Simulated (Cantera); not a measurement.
A closed system holds: 1 mol SiH₄, 14 mol O₂, held at 0.270 bar.

These are equilibrium values from Cantera (NASA tables, ideal gas, pure condensed phases), not measurements of a reactor. Candidate condensed phases: H₂O, Si, SiO₂; 18 gas species. The tables hold silica as quartz up to 1696 K and as liquid above; real silica turns to tridymite and cristobalite and melts near 1996 K. Gases not in the tables: Si(OH)₄. Rates play no part. All values below are at 977 °C.

Base state: O₂ 0.857, H₂O 0.143, OH 1.35e-5 (mole fractions); condensed: SiO₂(β-quartz).

Problem. What changes in the equilibrium state with this change: O₂ from 14 to 0.38 mol?

Solution. 
```
species               before    after
-------------------  -------  -------
H₂                   1.02e-8    1.000
H₂O                    0.143  1.31e-7
O₂                     0.857    <1e-9
OH                   1.35e-5    <1e-9
SiO₂(β-quartz), mol     1.00    0.380
Si(s), mol                 0    0.620
```
Mutual solubility and eutectic melting of coexisting phases are not modelled.
